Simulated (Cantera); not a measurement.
Input (Python, Cantera):

```python
import numpy as np
import cantera as ct

surf = ct.Interface("ptcombust.yaml", "Pt_surf")
gas = surf.adjacent["gas"]
gas.TPX = 300, 14000, {'CH4': 0.01, 'O2': 0.085, 'N2': 0.79}
jet = ct.ImpingingJet(gas=gas, width=0.087, surface=surf)
jet.inlet.mdot, jet.inlet.T, jet.inlet.X = 0.069, 300, {'CH4': 0.01, 'O2': 0.085, 'N2': 0.79}
jet.set_refine_criteria(ratio=10, slope=0.2, curve=0.3)
show, cover = ['CH4', 'O2', 'H2O', 'OH', 'CO', 'CO2'], ["PT(S)", "H(S)", "O(S)", "OH(S)", "CO(S)", "C(S)"]

rows = []
print(f"{'Ts/K':>7s}" + "".join(f"{s:>11s}" for s in show + cover) + "   (gas at the wall, coverages)")
for i, Ts in enumerate([850, 900, 950, 1000, 1050, 1100, 1150]):
    jet.surface.T = Ts
    if i == 0:
        surf.TP = Ts, 14000
        surf.coverages = "PT(S):0.5, O(S):0.5"
        surf.advance_coverages(1.0)
        jet.set_initial_guess(products="inlet")
    jet.solve(loglevel=0, auto=(i == 0))
    rows.append([*(jet.X[gas.species_index(s), -1] for s in show), *surf[cover].coverages])
    print(f"{Ts:7g}" + "".join(f"{x:11.3e}" for x in rows[-1]))
```

Output:

```
   Ts/K        CH4         O2        H2O         OH         CO        CO2      PT(S)       H(S)       O(S)      OH(S)      CO(S)       C(S)   (gas at the wall, coverages)
    850  8.182e-03  8.942e-02  5.824e-03  4.380e-09  2.139e-06  3.808e-03  1.305e-01  1.700e-08  8.687e-01  8.009e-04  4.795e-06  1.224e-08
    900  6.025e-03  8.485e-02  9.823e-03  1.728e-08  2.237e-06  6.436e-03  1.900e-01  5.543e-08  8.090e-01  9.663e-04  3.833e-06  1.363e-08
    950  4.229e-03  8.105e-02  1.313e-02  5.380e-08  2.159e-06  8.618e-03  2.551e-01  1.387e-07  7.438e-01  1.013e-03  2.681e-06  1.283e-08
   1000  2.985e-03  7.843e-02  1.540e-02  1.437e-07  2.050e-06  1.012e-02  3.226e-01  2.905e-07  6.764e-01  9.788e-04  1.790e-06  1.118e-08
   1050  2.175e-03  7.673e-02  1.686e-02  3.418e-07  1.976e-06  1.109e-02  3.901e-01  5.390e-07  6.090e-01  9.039e-04  1.199e-06  9.543e-09
   1100  1.646e-03  7.564e-02  1.778e-02  7.383e-07  1.959e-06  1.171e-02  4.563e-01  9.194e-07  5.429e-01  8.136e-04  8.257e-07  8.183e-09
   1150  1.292e-03  7.495e-02  1.837e-02  1.473e-06  2.005e-06  1.208e-02  5.198e-01  1.471e-06  4.794e-01  7.208e-04  5.886e-07  7.123e-09
```

Cantera simulation using Deutschmann's 1995 Pt surface mechanism with GRI-Mech 3.0 gas chemistry; the numbers are that mechanism's predictions, not measurements. Catalytic surfaces can have several steady states; this one follows from the mechanism file's or the stated starting coverage.
